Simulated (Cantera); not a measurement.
A closed system holds: 1 mol CH₃F, 1.1 mol Si, at 1123.15 K and 7.70 mbar.

These are equilibrium values from Cantera (NASA tables, ideal gas, pure condensed phases), not measurements of a reactor. Candidate condensed phases: C, C₆H₆, C₇H₈, C₈H₁₈, Si, SiC; 113 gas species. The tables' values for SiF₃ are old estimates; treat these amounts as uncertain. Equilibrium is a limit: real reactors are often held back by kinetics, nucleation or transport.

Base state: H₂ 0.856, SiF₄ 0.141, HF 0.00126, SiHF₃ 0.00125, SiF₃ 0.000448, CH₄ 0.000165 (mole fractions); condensed: C(graphite) + SiC(s).

Task: What changes in the equilibrium state with this change: Si from 1.1 to 0.05 mol?

Result: 
```csv
species,before,after
H₂,0.856,0.564
HF,0.00126,0.410
SiF₄,0.141,0.0256
SiHF₃,0.00125,4.57e-7
SiF₃,0.000448,2.02e-7
CH₄,0.000165,7.18e-5
"C(graphite), mol",0.150,1.000
"SiC(s), mol",0.850,0
```

Task: What changes in the equilibrium state with this change: Si from 1.1 to 0.048 mol?

Result: 
```
species             before    after
----------------  --------  -------
H₂                   0.856    0.561
HF                 0.00126    0.414
SiF₄                 0.141   0.0246
SiHF₃              0.00125  4.33e-7
SiF₃              0.000448  1.91e-7
C(graphite), mol     0.150    1.000
SiC(s), mol          0.850        0
```
